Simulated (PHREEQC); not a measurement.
**Polishing slurry liquid: speciation**

Solution (17 °C): 0.0095 mol KOH, 0.22 mol KNO3 and 0.001 mol H3BO3 per kg of water. Closed to the air; pH follows from the charge balance.

All values are PHREEQC results (ion-association model, phreeqc.dat), not measurements.

This is a speciation only: nothing precipitates in the calculation.

Task: Predict the pH, activity of water.

Result: pH 12.05; activity of water 0.992.
